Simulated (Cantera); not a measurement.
An isothermal plug-flow reactor at 1048 K and 101000 Pa (inlet), inlet velocity 0.45 m/s, active area per volume 690 1/m; feed CH4 : O2 : N2 : H2O = 0.004 : 0.076 : 0.79 : 0.069 (molar parts).

Model: Deutschmann's 1995 Pt surface mechanism with GRI-Mech 3.0 gas chemistry, integrated in Cantera. Catalytic surfaces can have several steady states; this one follows from the mechanism file's or the stated starting coverage. Mass transfer to the wall is taken as infinitely fast.

x: gas mole fraction; θ: surface coverage.

```tsv
z (m)	x CH4	x O2	x H2O	x CO2	x CO	θ free Pt	θ O*	θ OH*
0.00056	0.00379	0.0800	0.0744	0.000458	2.54e-6	0.260	0.735	0.00461
0.00093	0.00350	0.0795	0.0750	0.000735	2.36e-6	0.261	0.735	0.00463
0.0016	[?]	0.0785	0.0759	[?]	[?]	0.261	0.734	0.00466
0.0026	[?]	0.0774	0.0770	[?]	[?]	0.262	0.734	0.00470
0.0043	0.00170	0.0759	0.0785	0.00248	1.19e-6	0.263	0.733	0.00474
0.0072	0.000898	0.0744	0.0801	0.00326	6.94e-7	0.263	0.732	0.00480
0.012	0.000309	0.0732	0.0812	0.00384	3.22e-7	0.264	0.731	0.00483
0.02	5.13e-5	0.0727	0.0818	0.00411	1.08e-7	0.265	0.731	0.00485
0.033	2.76e-6	0.0725	0.0819	0.00418	2.99e-8	0.265	0.731	0.00486
0.056	1.64e-8	0.0725	0.0819	0.00420	1.62e-8	0.265	0.731	0.00486
```

### Question
What belongs in the gaps?

### Answer

- 0.0016, x CH4: 0.00304
- 0.0016, x CO2: 0.00119
- 0.0016, x CO: 2.06e-6
- 0.0026, x CH4: 0.00245
- 0.0026, x CO2: 0.00175
- 0.0026, x CO: 1.68e-6
